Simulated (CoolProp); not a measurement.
A Linde-Hampson liquefier for normal hydrogen: isothermal reversible compression at 250 K from 1 atm to 30 MPa, throttling to 1 atm, return gas leaving the recuperator 2 K below the feed. Each further row changes one setting.

Computed with CoolProp (reference Helmholtz-energy equation of state, Leachman 2009).

```csv
case,compression work (kJ/kg of gas)
as stated,6080
high pressure 60 MPa,7020
warm-end temperature 280 K,6790
warm-end gap 7 K,6080
```
